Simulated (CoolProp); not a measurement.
Model: reference Helmholtz-energy equation of state, Setzmann 1991, in CoolProp.

For methane, give the phase and the Z, cp (kJ/(kg K)), speed of sound (m/s), isothermal compressibility (1/MPa) at -63.95 °C and 18.4 MPa; -63.95 °C and 23 MPa.


- -63.95 °C and 18.4 MPa: supercritical; Z 0.581, cp 4.04, speed of sound 738, isothermal compressibility 0.0138
- -63.95 °C and 23 MPa: supercritical; Z 0.690, cp 3.75, speed of sound 828, isothermal compressibility 0.00963
